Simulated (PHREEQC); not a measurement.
Make-up at 58 °C: 0.032 mol/kgw H3AsO4, 0.12 mol/kgw NH3 and 0.14 mol/kgw HBr. Closed to the air; pH follows from the charge balance.

Model: ion-association model, wateq4f.dat, run in PHREEQC.

| Property | Result |
|---|---|
| pH | 1.68 |
| ionic strength | 0.146 mol/kgw |
| total alkalinity | -52.0 meq/kg |

| species | molality | activity | log γ |
|---|---|---|---|
| Br- | 0.140 | 0.105 | -0.127 |
| NH4+ | 0.120 | 0.0897 | -0.127 |
| H+ | 0.0263 | 0.0211 | -0.097 |
| H3AsO4 | 0.0256 | 0.0265 | 0.015 |
| H2AsO4- | 0.00635 | 0.00475 | -0.127 |
| HAsO4-2 | 5.68e-8 | 1.77e-8 | -0.506 |
| NH3 | 1.96e-8 | 1.96e-8 | 0.000 |

Precipitation was switched off in this run. Constants without temperature data keep their 25 °C values here.
